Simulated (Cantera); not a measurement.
Mg(OH)2 + CO2 + H2 (calcination and drying)

A closed system holds: 1 mol Mg(OH)2, 0.96 mol CO2, 0.14 mol H2, held at 0.0660 bar.

Method: chemical equilibrium by Gibbs-energy minimisation in Cantera with the NASA 1993 tables (ideal gas, pure condensed phases). Candidate condensed phases: C, C6H6, C7H8, C8H18, H2O, Mg, MgCO3, MgO, Mg(OH)2; 116 gas species. Kinetics and transport are ignored.

| T (K) | x H2O | x CO2 | x CO | x H2 | n MgO(s) |
|---|---|---|---|---|---|
| 1150 | 0.509 | 0.424 | 0.0332 | 0.0335 | 1.00 |
| 1250 | 0.514 | 0.420 | 0.0374 | 0.0293 | 1.00 |
| 1350 | 0.517 | 0.416 | 0.0408 | 0.0258 | 1.00 |
| 1450 | 0.520 | 0.414 | 0.0436 | 0.0230 | 1.00 |
| 1550 | 0.522 | 0.411 | 0.0459 | 0.0208 | 1.00 |
| 1650 | 0.524 | 0.409 | 0.0477 | 0.0190 | 1.000 |
| 1750 | 0.525 | 0.408 | 0.0492 | 0.0175 | 1.000 |
| 1850 | 0.526 | 0.406 | 0.0507 | 0.0163 | 1.000 |
| 1950 | 0.525 | 0.403 | 0.0528 | 0.0156 | 1.000 |
| 2050 | 0.521 | 0.397 | 0.0577 | 0.0159 | 1.000 |
x: gas mole fraction; n: condensed amount in mol.

From 1150 K to 2050 K the condensed part is MgO(s).
